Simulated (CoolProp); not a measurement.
Vapour-liquid equilibrium of CHF3 (R23) (1) + C2F6 (R116) (2) at 0.1 MPa; x and y are mole fractions of (1).

Computed with CoolProp (multi-fluid Helmholtz-energy mixture model, Penoncello 2003 and Lemmon 2006; pair parameters Bell 2016).

### Question
Give the bubble temperature and the first vapour's composition at x = 0.5, 0.65, 0.95. Is there an azeotrope?

### Answer
x = 0.5: -87.9 °C, y = 0.556; x = 0.65: -87.9 °C, y = 0.584; x = 0.95: -84.6 °C, y = 0.837. y crosses x between x = 0.5 and 0.65: the model has an azeotrope there.

Pair parameters are fitted to limited data, so mixtures are less certain than the pure fluids.
